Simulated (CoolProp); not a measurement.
The numbers come from the reference Helmholtz-energy equation of state, Wagner 2002 in CoolProp.

### Question
Give the vapour pressure (MPa), liquid cp (kJ/(kg K)), vapour viscosity (µPa s), liquid conductivity (mW/(m K)) of saturated water at 205.25, 248.35, 269.85 °C.

### Answer
```tsv
T (°C)	p (MPa)	liquid cp (kJ/(kg K))	vapour viscosity (µPa s)	liquid conductivity (mW/(m K))
205.25	1.73	4.52	15.8	656
248.35	3.87	4.85	17.4	619
269.85	5.49	5.12	18.2	594
```

Viscosity comes from a separate model (Huber 2009). Thermal conductivity comes from a separate model (Huber 2012).
